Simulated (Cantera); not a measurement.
An isothermal, constant-pressure homogeneous reactor starts with H₂ : O₂ : N₂ = 1.8 : 1 : 2 (molar parts), equivalence ratio 0.90, at 1300 K and 15000 Pa.

Cantera simulation using GRI-Mech 3.0 (53 species, 325 reactions); the numbers are that mechanism's predictions, not measurements. The temperature is held fixed by assumption; the heat of reaction is taken as removed at once.

One state of this run: x H₂ = 0.0337; x O₂ = 0.0459; x HO₂ = 1.26e-5; x H₂O₂ = 2.28e-6; x NO = 1.48e-5; x H = 0.0412. x: mole fraction; the columns are a selection and need not sum to one.

Problem. Which value of t (s) does it belong to?
A) 0.120
B) 2.68
C) 0.337
D) 0.000672

Solution. D, 0.000672
